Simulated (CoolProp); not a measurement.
Vapour-liquid equilibrium of propylene (1) + R115 (2) at 3.19 bar; x and y are mole fractions of (1).

Values from CoolProp's multi-fluid Helmholtz-energy mixture model, Lemmon 2013 and Lemmon 2016; pair parameters Bell 2016.

| x | bubble temperature (°C) | y at the bubble point | dew temperature at overall composition x (°C) | liquid density (mol/L) |
|---|---|---|---|---|
| 0.05 | -12.0 | 0.109 | (withheld) | 9.488 |
| 0.2 | -16.8 | 0.346 | -13.8 | 10.02 |
| 0.35 | (withheld) | (withheld) | -16.8 | 10.55 |
| 0.5 | -21.1 | 0.592 | -19.8 | 11.13 |
| 0.65 | -21.8 | 0.673 | -21.7 | 11.78 |
| 0.8 | -21.6 | 0.765 | -21.4 | 12.51 |
| 0.95 | (withheld) | 0.916 | -19.5 | 13.33 |

**Question.** Complete the blanks.

**Answer.** 
- 0.05, dew temperature at overall composition x (°C): -10.8
- 0.35, bubble temperature (°C): -19.6
- 0.35, y at the bubble point: 0.493
- 0.95, bubble temperature (°C): -20.0

y crosses x between x = 0.65 and 0.8: the model has an azeotrope there.

Pair parameters are fitted to limited data, so mixtures are less certain than the pure fluids.
